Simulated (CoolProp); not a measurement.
Model: reference Helmholtz-energy equation of state, Akasaka 2024, in CoolProp.

For R1132(E), give the phase and the Z, cp (kJ/(kg K)), isothermal compressibility (1/MPa), expansivity (1/kK) at 53.05 °C and 6.5 MPa; 89.95 °C and 6.5 MPa.


- 53.05 °C and 6.5 MPa: liquid; Z 0.184, cp 2.07, isothermal compressibility 0.0138, expansivity 5.89
- 89.95 °C and 6.5 MPa: supercritical; Z 0.369, cp 6.62, isothermal compressibility 0.655, expansivity 60.5
